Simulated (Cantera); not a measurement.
Charge: 1 mol SiO2, 1.1 mol F2, 1.4 mol O2, 1.5 mol HCl, equilibrated at 948.15 K.

These are equilibrium values from Cantera (NASA tables, ideal gas, pure condensed phases), not measurements of a reactor. Candidate condensed phases: H2O, Si, SiO2; 52 gas species. Rates play no part.

x: gas mole fraction; n: condensed amount in mol.

```
P (Pa)   x O2  x HCl    x HF  x SiF4   x Cl2     x H2O      x Cl  n SiO2(β-quartz)
------  -----  -----  ------  ------  ------  --------  --------  ----------------
1       0.446  0.218   0.153  0.0984  0.0699  0.000717    0.0143             0.604
10      0.448  0.220   0.150  0.0998  0.0748         ?         ?             0.600
100     0.449  0.218   0.145   0.101  0.0783         ?         ?             0.595
1000    0.449  0.209   0.135   0.105  0.0845    0.0172  0.000499             0.584
10000   0.449  0.189   0.116   0.111  0.0967    0.0389  0.000169             0.564
100000  0.447  0.157  0.0897   0.120   0.116    0.0709   5.84e-5             0.537
```

Question: Some entries are withheld; supply them.

Answer: 
- 100, x H2O: 0.00640
- 100, x Cl: 0.00152
- 10, x H2O: 0.00217
- 10, x Cl: 0.00469
